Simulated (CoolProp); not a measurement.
The numbers come from the reference Helmholtz-energy equation of state, Thol 2016 in CoolProp.

For hexamethyldisiloxane (MM), give the phase and the cp (kJ/(kg K)), cv (kJ/(kg K)), speed of sound (m/s) at 620 K and 0.0819 MPa; 620 K and 0.186 MPa; 620 K and 0.424 MPa.


- 620 K and 0.0819 MPa: gas; cp 2.27, cv 2.22, speed of sound 179
- 620 K and 0.186 MPa: gas; cp 2.28, cv 2.22, speed of sound 177
- 620 K and 0.424 MPa: gas; cp 2.29, cv 2.22, speed of sound 173
